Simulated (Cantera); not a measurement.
A perfectly stirred reactor is fed with H₂ : O₂ : N₂ = 1 : 0.294 : 1.76 (molar parts), at 5.00 bar; it is adiabatic with a 548 K inlet, and is followed from long to short residence time, starting on the burning branch (τ in s: 0.068, 0.029, 0.012, 0.0052, 0.0022, 0.00093, 0.00039, 0.00017, 7e-05, 3e-05, 1.3e-05).

Detailed kinetics in Cantera: GRI-Mech 3.0 (53 species, 325 reactions). The hydrogen kinetics of GRI-Mech 3.0 are dated; newer H2 mechanisms differ, most at raised pressure.

Problem. What does this change do: H2 1 to 0.79 parts?

Solution. 
```tsv
quantity	before	after
blow-out, bracketed by the residence times tried	burning at 13.0 µs, the shortest tried	burning at 13.0 µs, the shortest tried
x(H₂) at τ = 68.0 ms	0.149	0.0790
x(O₂) at τ = 68.0 ms	2.55e-5	2.86e-5
x(H₂O₂) at τ = 68.0 ms	3.91e-9	5.85e-9
x(H) at τ = 68.0 ms	0.000848	0.000798
x(O) at τ = 68.0 ms	5.49e-7	2.05e-6
x(H₂) at τ = 0.930 ms	0.147	0.0780
x(O₂) at τ = 0.930 ms	0.000282	0.000415
x(H₂O₂) at τ = 0.930 ms	8.75e-8	1.40e-7
x(H) at τ = 0.930 ms	0.00623	0.00535
x(O) at τ = 0.930 ms	2.97e-5	9.05e-5
```

Problem. What does this change do: inlet temperature 548 to 823 K?

Solution. 
| quantity | before | after |
|---|---|---|
| blow-out, bracketed by the residence times tried | burning at 13.0 µs, the shortest tried | burning at 13.0 µs, the shortest tried |
| x(H₂) at τ = 68.0 ms | 0.149 | 0.149 |
| x(O₂) at τ = 68.0 ms | 2.55e-5 | 1.27e-5 |
| x(H₂O₂) at τ = 68.0 ms | 3.91e-9 | 3.36e-9 |
| x(H) at τ = 68.0 ms | 0.000848 | 0.00148 |
| x(O) at τ = 68.0 ms | 5.49e-7 | 2.16e-6 |
| x(H₂) at τ = 0.930 ms | 0.147 | 0.146 |
| x(O₂) at τ = 0.930 ms | 0.000282 | 0.000214 |
| x(H₂O₂) at τ = 0.930 ms | 8.75e-8 | 6.53e-8 |
| x(H) at τ = 0.930 ms | 0.00623 | 0.00713 |
| x(O) at τ = 0.930 ms | 2.97e-5 | 5.04e-5 |
